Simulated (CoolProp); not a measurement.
R123 at 293.15 K and 0.00424 MPa is throttled through a valve to 0.00108 MPa with no heat exchange. Each further row changes one setting.

Values from CoolProp's reference Helmholtz-energy equation of state, Younglove 1994. It is a modified Benedict-Webb-Rubin equation, recast in Helmholtz form.

```tsv
case	temperature change (K)	final density (kg/m³)
as stated	-0.1	0.0678
outlet pressure 0.000324 MPa	…	…
outlet pressure 0.0014 MPa	-0.1	…
```

### Question
What belongs in the gaps?

### Answer

- outlet pressure 0.000324 MPa, temperature change (K): -0.2
- outlet pressure 0.000324 MPa, final density (kg/m³): 0.0203
- outlet pressure 0.0014 MPa, final density (kg/m³): 0.0879
